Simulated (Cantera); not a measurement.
Feed: 1 mol SiCl₄, 1 mol Cl₂, 6.9 mol H₂, held at 875 K and 1 atm.

These are equilibrium values from Cantera (NASA tables, ideal gas, pure condensed phases), not measurements of a reactor. Candidate condensed phases: Si; 19 gas species. Equilibrium is a limit: real reactors are often held back by kinetics, nucleation or transport.

Task: What is the equilibrium state?

Result: 
```json
{
  "x(H₂)": "0.662",
  "x(HCl)": "0.225",
  "x(SiCl₄)": "0.112",
  "x(SiHCl₃)": "0.000718",
  "x(SiCl₃)": "2.42e-6",
  "gas_amount": "8.900 mol",
  "log10 activity of Si(s) (absent)": "-7.51"
}
```
